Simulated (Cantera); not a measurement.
Cantera run, input and output.

```python
import numpy as np
import cantera as ct

gas = ct.Solution("h2o2.yaml")
gas.TPX = 450, 730000, {'H2': 1, 'O2': 0.81, 'N2': 2.35}
flame = ct.FreeFlame(gas, width=0.0099)
flame.set_refine_criteria(ratio=3, slope=0.08, curve=0.16)
flame.transport_model = "mixture-averaged"
flame.solve(loglevel=0, auto=True)
z, T = flame.grid, flame.T
thick = (T[-1] - T[0]) / np.gradient(T, z).max()
show = ['H2', 'O2', 'H2O2', 'OH', 'O', 'HO2']
print(f"laminar burning velocity  {flame.velocity[0] * 100:.3f} cm/s")
print(f"burnt temperature         {T[-1]:.1f} K")
print(f"thermal thickness         {thick * 1e3:.4f} mm")
print(f"grid points               {len(z)}")
z0 = z[flame.heat_release_rate.argmax()]
print(f"{'z/mm':>9s}{'T/K':>9s}{'u/(m/s)':>9s}" + "".join(f"{s:>11s}" for s in show))
rows = []
for k in (-3, -2, -1.5, -1, -0.5, -0.25, 0, 0.25, 0.5, 1, 2, 4, 8):
    zz = z0 + k * thick
    rows.append([k * thick, np.interp(zz, z, T), np.interp(zz, z, flame.velocity),
                 *(np.interp(zz, z, flame.X[gas.species_index(s)]) for s in show)])
    print(f"{rows[-1][0] * 1e3:9.3f}{rows[-1][1]:9.1f}{rows[-1][2]:9.3f}" + "".join(f"{x:11.3e}" for x in rows[-1][3:]))
```

Result:

```
laminar burning velocity  172.709 cm/s
burnt temperature         2171.9 K
thermal thickness         0.0374 mm
grid points               112
     z/mm      T/K  u/(m/s)         H2         O2       H2O2         OH          O        HO2
   -0.112    450.2    1.725  2.389e-01  1.951e-01  1.711e-08  3.496e-12  3.136e-10  4.808e-08
   -0.075    451.2    1.721  2.351e-01  1.961e-01  1.736e-07  3.882e-11  3.191e-09  4.818e-07
   -0.056    454.7    1.720  2.282e-01  1.977e-01  1.051e-06  3.701e-10  1.873e-08  2.907e-06
   -0.037    476.4    1.763  2.086e-01  2.020e-01  1.110e-05  1.682e-08  1.806e-07  3.190e-05
   -0.019    679.7    2.389  1.508e-01  2.034e-01  1.557e-04  2.848e-05  1.394e-05  7.207e-04
   -0.009   1036.3    3.557  1.042e-01  1.843e-01  2.260e-04  6.414e-04  3.112e-04  1.119e-03
    0.000   1442.3    4.906  5.838e-02  1.489e-01  4.148e-05  2.883e-03  2.061e-03  6.339e-04
    0.009   1719.1    5.838  2.770e-02  1.172e-01  6.186e-06  6.919e-03  4.210e-03  3.262e-04
    0.019   1877.5    6.371  1.375e-02  1.007e-01  3.960e-06  9.963e-03  4.842e-03  1.812e-04
    0.037   2024.9    6.854  5.694e-03  9.168e-02  2.436e-06  1.085e-02  3.581e-03  7.757e-05
    0.075   2117.7    7.144  2.233e-03  8.995e-02  1.405e-06  8.162e-03  1.573e-03  2.867e-05
    0.150   2158.3    7.267  7.601e-04  9.016e-02  8.492e-07  5.169e-03  5.629e-04  1.176e-05
    0.299   2170.1    7.302  3.636e-04  9.044e-02  6.867e-07  3.794e-03  2.914e-04  8.047e-06
```

Model: the H2/O2 subset of GRI-Mech 3.0, which has no nitrogen chemistry, integrated in Cantera. The hydrogen kinetics of GRI-Mech 3.0 are dated; newer H2 mechanisms differ, most at raised pressure. Burning velocities carry a grid error of a few per cent, more on coarse grids. Lean hydrogen flames are cellular in practice and burn faster than this planar one.
